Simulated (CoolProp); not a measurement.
Vapour-liquid equilibrium of carbon dioxide (1) + R143a (2) at 245.6 K; x and y are mole fractions of (1).

The numbers come from the multi-fluid Helmholtz-energy mixture model, Span 1996 and Lemmon and Jacobsen 2000; pair parameters Bell 2016 in CoolProp.

```csv
x,bubble pressure (bar),y at the bubble point,dew pressure at overall composition x (bar),liquid density (mol/L)
0.05,2.909,0.213,2.477,13.54
0.2,4.902,0.591,2.870,14.59
0.35,7.132,0.761,3.411,15.77
0.5,9.270,0.849,4.206,17.13
0.65,11.20,0.903,5.498,18.74
0.8,12.99,0.945,7.950,20.71
0.95,14.83,0.985,13.23,23.21
```

No azeotrope shows between x = 0.05 and 0.95.

The pair parameters rest on a limited set of measurements; away from them the model extrapolates. The gap from Raoult's law changes sign with composition, which may be real or a fault of the pair parameters; it wasn't checked against measurements.
